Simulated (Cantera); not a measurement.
Input: 1 mol CH3SiCl3, 0.026 mol C2H2, 1.5 mol H2, 1.6 mol HCl, equilibrated at 1675 K and 0.00220 bar.

Cantera equilibrium calculation (NASA polynomials, part measured and part estimated; ideal gas, pure solids and liquids). Candidate condensed phases: C, C6H6, C7H8, C8H18, Si, SiC; 109 gas species. The feed counts by its element totals alone. The tables' values for SiCl3, SiCl are old estimates; treat these amounts as uncertain. Rates play no part.

Base state: HCl 0.620, H2 0.314, SiCl2 0.0595, SiCl3 0.00282, Cl 0.00214, H 0.00139, SiCl4 0.000278, SiCl 2.64e-5 (mole fractions); condensed: C(graphite) + SiC(s).

**Question.** What changes in the equilibrium state with this change: H2 from 1.5 to 320 mol?

**Answer.** 
```csv
species,before,after
H2,0.314,0.983
HCl,0.620,0.0141
H,0.00139,0.00245
SiCl2,0.0595,9.81e-6
SiCl3,0.00282,5.98e-9
SiCl4,0.000278,<1e-9
SiHCl3,2.53e-5,<1e-9
Cl,0.00214,2.75e-5
SiCl,2.64e-5,3.40e-7
"C(graphite), mol",0.435,0.0183
"SiC(s), mol",0.616,0.996
```
